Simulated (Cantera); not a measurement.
A closed system holds: 1 mol Si₃N₄, 4.6 mol H₂O, 20 mol H₂, equilibrated at 1000 °C and 353 Torr.

These are equilibrium values from Cantera (NASA tables, ideal gas, pure condensed phases), not measurements of a reactor. Candidate condensed phases: H₂O, Si, SiO₂, Si₂N₂O, Si₃N₄; 35 gas species. Mutual solubility and eutectic melting of coexisting phases are not modelled. The tables hold silica as quartz up to 1696 K and as liquid above; real silica turns to tridymite and cristobalite and melts near 1996 K. Kinetics and transport are ignored.

Base state: H₂ 0.941, N₂ 0.0586, H₂O 0.000123, NH₃ 1.44e-5 (mole fractions); condensed: SiO₂(β-quartz) + Si₂N₂O(s).

**Question.** What changes in the equilibrium state with this change: temperature from 1000 °C to 1877 °C?

**Answer.** 
| species | before | after |
|---|---|---|
| H₂ | 0.941 | 0.841 |
| N₂ | 0.0586 | 0.0700 |
| SiO | 1.17e-8 | 0.0661 |
| H₂O | 0.000123 | 0.0171 |
| OH | <1e-9 | 1.48e-5 |
| H | 1.01e-6 | 0.00564 |
| NH₃ | 1.44e-5 | 1.53e-6 |
| SiO₂(β-quartz), mol | 2.06 | 0 |
| Si₂N₂O(s), mol | 0.468 | 0 |
| SiO₂(l), mol | 0 | 1.11 |
